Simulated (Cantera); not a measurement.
Charge: 1 mol Ta(OEt)5, 0.066 mol H2O, 38 mol H2, equilibrated at 0.150 Torr.

Cantera equilibrium calculation (NASA polynomials, part measured and part estimated; ideal gas, pure solids and liquids). Candidate condensed phases: C, C6H6, C7H8, C8H18, H2O, Ta, TaC, Ta2O5; 113 gas species. The feed counts by its element totals alone. TaC: taken at fixed stoichiometry. Condensed phases not in the tables: Ta2C. Rates play no part.

log p: log10 of the partial pressure in bar; n: condensed amount in mol.

```csv
T (K),log p H2,log p H,log p CO,log p C2H2 (acetylene),n C(graphite),n TaC(s)
1125,-3.74,-9.22,-4.74,-11.38,3.93,1.00
1225,-3.74,(withheld),-4.74,(withheld),3.93,1.00
1325,-3.74,-7.66,-4.74,-9.81,3.93,1.00
1425,-3.74,-7.04,-4.74,-9.19,3.93,1.00
1525,-3.74,-6.50,-4.74,-8.66,3.93,1.00
1625,-3.74,-6.02,-4.74,-8.19,3.93,1.00
1725,-3.75,-5.60,-4.74,-7.78,3.92,1.00
1825,-3.75,(withheld),-4.75,(withheld),3.91,1.00
1925,-3.77,-4.90,-4.75,-7.11,3.89,1.00
2025,-3.80,-4.62,-4.77,-6.84,3.85,1.00
2125,-3.85,-4.37,-4.79,-6.63,3.79,1.00
```

### Question
Fill in the missing entries.

### Answer

- 1225, log p H: -8.38
- 1225, log p C2H2 (acetylene): -10.53
- 1825, log p H: -5.23
- 1825, log p C2H2 (acetylene): -7.42
